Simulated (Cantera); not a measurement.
Standard-state values (1 bar) from the NASA 1993 polynomials, evaluated with Cantera. Values are per mole of reaction as written; species without (g) are pure solids or liquids, kept so even where they would boil at 1 bar. The tables' values for C2F4 are old estimates.

2 Pb(g) + C2F4(g) = 2 C + 2 PbF2

```json
[
 {"T (K)": "998", "ΔH° (kJ)": "[?]", "ΔS° (J/K)": "[?]", "ΔG° (kJ)": "[?]", "log10 K": "[?]", "condensed phases": "C(graphite), PbF2(s)"},
 {"T (K)": "1048", "ΔH° (kJ)": "-1024.9", "ΔS° (J/K)": "-319.0", "ΔG° (kJ)": "-690.5", "log10 K": "34.42", "condensed phases": "C(graphite), PbF2(s)"},
 {"T (K)": "1098", "ΔH° (kJ)": "-1022.8", "ΔS° (J/K)": "-317.1", "ΔG° (kJ)": "-674.6", "log10 K": "32.09", "condensed phases": "C(graphite), PbF2(s)"},
 {"T (K)": "1148", "ΔH° (kJ)": "[?]", "ΔS° (J/K)": "[?]", "ΔG° (kJ)": "[?]", "log10 K": "[?]", "condensed phases": "C(graphite), PbF2(l)"},
 {"T (K)": "1198", "ΔH° (kJ)": "-983.6", "ΔS° (J/K)": "-281.9", "ΔG° (kJ)": "-645.9", "log10 K": "28.16", "condensed phases": "C(graphite), PbF2(l)"},
 {"T (K)": "1248", "ΔH° (kJ)": "[?]", "ΔS° (J/K)": "[?]", "ΔG° (kJ)": "[?]", "log10 K": "[?]", "condensed phases": "C(graphite), PbF2(l)"},
 {"T (K)": "1298", "ΔH° (kJ)": "[?]", "ΔS° (J/K)": "[?]", "ΔG° (kJ)": "[?]", "log10 K": "[?]", "condensed phases": "C(graphite), PbF2(l)"}
]
```

### Question
Complete the blanks.

### Answer

- 998, ΔH° (kJ): -1027.2
- 998, ΔS° (J/K): -321.3
- 998, ΔG° (kJ): -706.5
- 998, log10 K: 36.98
- 1148, ΔH° (kJ): -988.5
- 1148, ΔS° (J/K): -286.1
- 1148, ΔG° (kJ): -660.1
- 1148, log10 K: 30.03
- 1248, ΔH° (kJ): -978.7
- 1248, ΔS° (J/K): -277.9
- 1248, ΔG° (kJ): -631.9
- 1248, log10 K: 26.45
- 1298, ΔH° (kJ): -973.8
- 1298, ΔS° (J/K): -274.0
- 1298, ΔG° (kJ): -618.1
- 1298, log10 K: 24.87
